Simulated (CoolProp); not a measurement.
Vapour-liquid equilibrium of R143a (1) + R152A (2) at 0.521 bar; x and y are mole fractions of (1).

Computed with CoolProp (multi-fluid Helmholtz-energy mixture model, Lemmon and Jacobsen 2000 and Outcalt 1996; pair parameters Bell 2016).

```json
[
 {"x": "0.05", "bubble temperature (K)": "232.5", "y at the bubble point": "0.164", "dew temperature at overall composition x (K)": "234.3", "liquid density (mol/L)": "15.70"},
 {"x": "0.125", "bubble temperature (K)": "229.3", "y at the bubble point": "0.344", "dew temperature at overall composition x (K)": "233.1", "liquid density (mol/L)": "15.63"},
 {"x": "0.2", "bubble temperature (K)": "226.7", "y at the bubble point": "0.473", "dew temperature at overall composition x (K)": "231.9", "liquid density (mol/L)": "15.53"},
 {"x": "0.275", "bubble temperature (K)": "224.6", "y at the bubble point": "0.570", "dew temperature at overall composition x (K)": "230.6", "liquid density (mol/L)": "15.43"},
 {"x": "0.35", "bubble temperature (K)": "222.7", "y at the bubble point": "0.646", "dew temperature at overall composition x (K)": "229.2", "liquid density (mol/L)": "15.32"},
 {"x": "0.425", "bubble temperature (K)": "221.2", "y at the bubble point": "0.709", "dew temperature at overall composition x (K)": "227.7", "liquid density (mol/L)": "15.20"},
 {"x": "0.5", "bubble temperature (K)": "219.8", "y at the bubble point": "0.761", "dew temperature at overall composition x (K)": "226.1", "liquid density (mol/L)": "15.09"},
 {"x": "0.575", "bubble temperature (K)": "218.5", "y at the bubble point": "0.807", "dew temperature at overall composition x (K)": "224.5", "liquid density (mol/L)": "14.97"},
 {"x": "0.65", "bubble temperature (K)": "217.3", "y at the bubble point": "0.847", "dew temperature at overall composition x (K)": "222.7", "liquid density (mol/L)": "14.85"},
 {"x": "0.725", "bubble temperature (K)": "216.3", "y at the bubble point": "0.884", "dew temperature at overall composition x (K)": "220.7", "liquid density (mol/L)": "14.73"},
 {"x": "0.8", "bubble temperature (K)": "215.3", "y at the bubble point": "0.918", "dew temperature at overall composition x (K)": "218.7", "liquid density (mol/L)": "14.61"},
 {"x": "0.875", "bubble temperature (K)": "214.3", "y at the bubble point": "0.950", "dew temperature at overall composition x (K)": "216.5", "liquid density (mol/L)": "14.49"},
 {"x": "0.95", "bubble temperature (K)": "213.4", "y at the bubble point": "0.980", "dew temperature at overall composition x (K)": "214.3", "liquid density (mol/L)": "14.37"}
]
```

No azeotrope shows between x = 0.05 and 0.95.

Pair parameters are fitted to limited data, so mixtures are less certain than the pure fluids.
